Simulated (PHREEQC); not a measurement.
Consider water at 35 °C with 13 mmol/kgw KCl, 0.23 mmol/kgw MnCl2 and 0.16 mmol/kgw LiCl. It is in equilibrium with CO2 at log p = -3.4 (atm). Otherwise closed; pH follows from the charge balance.

The numbers come from PHREEQC with the ion-association model, phreeqc.dat.

```yaml
pH: 5.64
ionic_strength: 0.0138 mol/kgw
specific_conductance: 2300 µS/cm
```

```
species  molality  activity   log γ
-------  --------  --------  ------
Cl-        0.0136    0.0120  -0.053
K+         0.0130    0.0115  -0.054
Mn+2     0.000222  0.000141  -0.198
Li+      0.000160  0.000143  -0.050
CO2       1.05e-5   1.06e-5   0.001
MnCl+     7.77e-6   6.90e-6  -0.051
H+        2.56e-6   2.31e-6  -0.045
HCO3-     2.51e-6   2.24e-6  -0.050
MnCl2     3.62e-8   3.63e-8   0.001
MnHCO3+   3.16e-8   2.81e-8  -0.051
OH-       1.03e-8   9.06e-9  -0.054
MnOH+     3.88e-9   3.45e-9  -0.051
```

No solid was allowed to form. Complexes and solids missing from the database can't appear.
